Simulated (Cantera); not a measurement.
Mixture: CH4 : O2 : N2 = 1 : 3.85 : 14.5 (molar parts), at 0.470 bar, adiabatic and at constant volume. Ignition delay is the time to a rise of 400 K.

Computed with Cantera and GRI-Mech 3.0 (53 species, 325 reactions).

Problem. Predict: delay at 1075 K; delay at 1225 K; delay at 1375 K; delay at 1525 K; delay at 1675 K; apparent activation energy between 1600 and 1750 K.

Solution. 
```
Item                                                    Result
--------------------------------------------------  ----------
delay at 1075 K                                        0.432 s
delay at 1225 K                                        40.3 ms
delay at 1375 K                                        5.85 ms
delay at 1525 K                                        1.36 ms
delay at 1675 K                                       0.450 ms
apparent activation energy between 1600 and 1750 K  150 kJ/mol
```
